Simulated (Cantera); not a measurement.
An adiabatic, constant-volume homogeneous reactor starts with CH₄ : O₂ : N₂ = 1 : 3.28 : 12.3 (molar parts), at 1123 K and 2.20 bar.

Detailed kinetics in Cantera: GRI-Mech 3.0 (53 species, 325 reactions).

x: mole fraction; the columns are a selection and need not sum to one.

| t (s) | T (K) | P (bar) | x CH₄ | x O₂ | x HO₂ | x OH | x CO₂ | x CO | x N₂O |
|---|---|---|---|---|---|---|---|---|---|
| 9.00e-6 | 1123 | 2.20 | 0.0603 | 0.198 | 2.28e-9 | 1.42e-12 | <1e-12 | <1e-12 | <1e-12 |
| 2.23e-5 | 1123 | 2.20 | 0.0603 | 0.198 | 5.65e-9 | 3.41e-12 | <1e-12 | <1e-12 | <1e-12 |
| 5.54e-5 | 1123 | 2.20 | 0.0603 | 0.198 | 1.39e-8 | 8.65e-12 | <1e-12 | <1e-12 | <1e-12 |
| 0.000137 | 1123 | 2.20 | 0.0603 | 0.198 | 3.41e-8 | 2.34e-11 | <1e-12 | 1.27e-12 | <1e-12 |
| 0.000341 | 1123 | 2.20 | 0.0603 | 0.198 | 8.15e-8 | 7.05e-11 | <1e-12 | 2.12e-11 | <1e-12 |
| 0.000845 | 1123 | 2.20 | 0.0603 | 0.198 | 1.83e-7 | 2.52e-10 | 3.54e-12 | 4.09e-10 | <1e-12 |
| 0.00210 | 1123 | 2.20 | 0.0603 | 0.198 | 3.34e-7 | 1.02e-9 | 1.30e-10 | 1.13e-8 | 2.40e-12 |
| 0.00520 | 1123 | 2.20 | 0.0603 | 0.198 | 4.62e-7 | 2.18e-9 | 2.38e-9 | 3.19e-7 | 1.05e-11 |
| 0.0129 | 1124 | 2.20 | 0.0602 | 0.198 | (withheld) | (withheld) | (withheld) | (withheld) | 4.51e-11 |
| 0.0320 | 1128 | 2.21 | 0.0597 | 0.197 | 3.26e-6 | 1.74e-8 | 3.55e-7 | 8.90e-5 | 2.91e-10 |
| 0.0793 | 2547 | 5.02 | <1e-12 | 0.0695 | 1.12e-5 | 0.00905 | 0.0555 | 0.00445 | 1.66e-6 |
| 0.197 | 2547 | 5.02 | <1e-12 | 0.0695 | 1.12e-5 | 0.00905 | 0.0555 | 0.00445 | 1.66e-6 |
| 0.488 | 2547 | 5.02 | <1e-12 | 0.0695 | 1.12e-5 | 0.00905 | 0.0555 | 0.00445 | 1.66e-6 |
| 1.21 | 2547 | 5.02 | <1e-12 | 0.0695 | 1.12e-5 | 0.00905 | 0.0555 | 0.00445 | 1.66e-6 |
| 3.00 | 2547 | 5.02 | <1e-12 | 0.0695 | 1.12e-5 | 0.00905 | 0.0555 | 0.00445 | 1.66e-6 |

Question: What belongs in the gaps?

Answer: 
- 0.0129, x HO₂: 9.26e-7
- 0.0129, x OH: 3.96e-9
- 0.0129, x CO₂: 1.68e-8
- 0.0129, x CO: 4.72e-6
